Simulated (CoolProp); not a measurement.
Vapour-liquid equilibrium of m-xylene (1) + n-undecane (2) at 45.45 °C; x and y are mole fractions of (1).

Computed with CoolProp (multi-fluid Helmholtz-energy mixture model, Zhou 2012 and Aleksandrov 2011; pair parameters Bell 2016).

```tsv
x	bubble pressure (kPa)	y at the bubble point	dew pressure at overall composition x (kPa)	liquid density (mol/L)
0.05	0.3993	0.421	0.2551	4.718
0.125	0.6290	0.661	0.2752	4.885
0.2	0.8556	0.772	0.2987	5.063
0.275	1.081	0.836	0.3267	5.251
0.35	1.307	0.878	0.3604	5.452
0.425	1.534	0.908	0.4018	5.666
0.5	1.763	0.930	0.4540	5.895
0.575	1.995	0.948	0.5218	6.140
0.65	2.230	0.962	0.6132	6.403
0.725	2.466	0.973	0.7432	6.686
0.8	2.704	0.982	0.9428	6.991
0.875	2.942	0.990	1.288	7.320
0.95	3.179	0.996	2.029	7.677
```

No azeotrope shows between x = 0.05 and 0.95.

Pair parameters are fitted to limited data, so mixtures are less certain than the pure fluids.
